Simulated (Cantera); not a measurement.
Charge: 1 mol MgO, 3.2 mol CH4, 0.46 mol H2, held at 10000 Pa.

Equilibrium computed with Cantera from the NASA thermochemical tables; the gas is ideal and each condensed phase is pure. Candidate condensed phases: C, C6H6, C7H8, C8H18, H2O, Mg, MgCO3, MgO, Mg(OH)2; 116 gas species. The tables' values for MgH are old estimates; treat these amounts as uncertain. The numbers say what is thermodynamically allowed, not how fast it happens.

x: gas mole fraction; n: condensed amount in mol.

```tsv
T (°C)	x H2	x CO	x Mg	x H	x CH4	x MgH	n C(graphite)	n MgO(s)
1027	0.999	0.000166	0.000165	3.50e-6	0.000785	4.21e-7	3.19	0.999
1077	0.998	0.000482	0.000481	7.53e-6	0.000575	1.31e-6	3.19	0.997
1127	0.997	0.00130	0.00129	1.54e-5	0.000429	3.76e-6	3.19	0.991
1177	0.993	0.00325	0.00324	2.98e-5	0.000326	9.99e-6	3.18	0.978
1227	0.984	0.00766	0.00763	5.52e-5	0.000249	2.48e-5	3.14	0.947
1277	0.966	0.0170	0.0170	9.79e-5	0.000190	5.75e-5	3.08	0.879
1327	0.928	0.0360	0.0359	0.000166	0.000140	0.000125	2.93	0.734
1377	…	…	…	…	…	0.000254	…	…
1427	0.774	0.113	0.112	0.000410	6.56e-5	0.000391	2.20	0
1477	0.773	0.113	0.112	0.000647	5.46e-5	0.000408	2.20	0
1527	0.773	0.113	0.112	0.000996	4.60e-5	0.000424	2.20	0
1577	0.773	0.113	0.112	…	…	0.000439	2.20	0
1627	0.772	0.113	0.112	0.00220	3.35e-5	0.000454	2.19	0
```

### Question
What belongs in the gaps?

### Answer

- 1377, x H2: 0.854
- 1377, x CO: 0.0727
- 1377, x Mg: 0.0725
- 1377, x H: 0.000266
- 1377, x CH4: 9.70e-5
- 1377, n C(graphite): 2.61
- 1377, n MgO(s): 0.416
- 1577, x H: 0.00150
- 1577, x CH4: 3.91e-5
